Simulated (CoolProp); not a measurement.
Computed with CoolProp (reference Helmholtz-energy equation of state, Lemmon 2005).

Task: For R125, give the phase and the density (kg/m³), isothermal compressibility (1/MPa), expansivity (1/kK), conductivity (mW/(m K)) at 330.4 K and 17.1 MPa.

Result: 
- 330.4 K and 17.1 MPa: liquid; density 1210, isothermal compressibility 0.00697, expansivity 3.19, conductivity 63.6

Thermal conductivity comes from a separate model (Perkins 2006).
